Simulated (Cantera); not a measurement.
Input: 1 mol SiO₂, 13 mol H₂, 3 mol H₂O, held at 1225 K and 10.0 Torr.

These are equilibrium values from Cantera (NASA tables, ideal gas, pure condensed phases), not measurements of a reactor. Candidate condensed phases: H₂O, Si, SiO₂; 18 gas species. The tables hold silica as quartz up to 1696 K and as liquid above; real silica turns to tridymite and cristobalite and melts near 1996 K. The numbers say what is thermodynamically allowed, not how fast it happens.

Base state: H₂ 0.812, H₂O 0.188 (mole fractions); condensed: SiO₂(β-quartz).

Problem. What changes in the equilibrium state with this change: SiO₂ replaced by FeS?

Solution. 
| species | before | after |
|---|---|---|
| H₂ | 0.812 | 0.809 |
| H₂O | 0.188 | 0.187 |
| H₂S | 0 | 0.00393 |
| SiO₂(β-quartz), mol | 1.00 | 0 |
| Fe(γ), mol | 0 | 0.0631 |
| FeS(s), mol | 0 | 0.937 |
Mutual solubility and eutectic melting of coexisting phases are not modelled. FeS: taken at fixed stoichiometry. Further candidate phases: Fe, FeO, Fe(OH)₂, Fe(OH)₃, FeS, FeSO₄, FeS₂, Fe₂O₃, Fe₂(SO₄)₃, Fe₃O₄, H₂SO₄, S.
